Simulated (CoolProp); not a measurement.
Vapour-liquid equilibrium of CHF3 (R23) (1) + R22 (2) at 0.0208 MPa; x and y are mole fractions of (1).

Model: multi-fluid Helmholtz-energy mixture model, Penoncello 2003 and Kamei 1995; pair parameters Bell 2016, in CoolProp.

```
x     bubble temperature, mixture model (K)  bubble temperature, Raoult's law (K)  y, mixture model  y, Raoult's law
----  -------------------------------------  ------------------------------------  ----------------  ---------------
0.05                                  195.8                                 197.7             0.424            0.350
0.15                                  186.5                                 189.7             0.738            0.672
0.25                                  181.1                                 184.3             0.849            0.809
0.35                                  177.6                                 180.4             0.900            0.880
0.45                                  175.1                                 177.4             0.930            0.922
0.55                                  173.2                                 174.9             0.949            0.949
0.65                                  171.8                                 172.9             0.963            0.967
0.75                                  170.5                                 171.1             0.974            0.980
0.85                                  169.3                                 169.6             0.984            0.990
0.95                                  168.2                                 168.2             0.995            0.997
```

The largest gap from Raoult's law is -3.2 K in bubble temperature, at x = 0.25. No azeotrope shows between x = 0.05 and 0.95.

Pair parameters are fitted to limited data, so mixtures are less certain than the pure fluids.
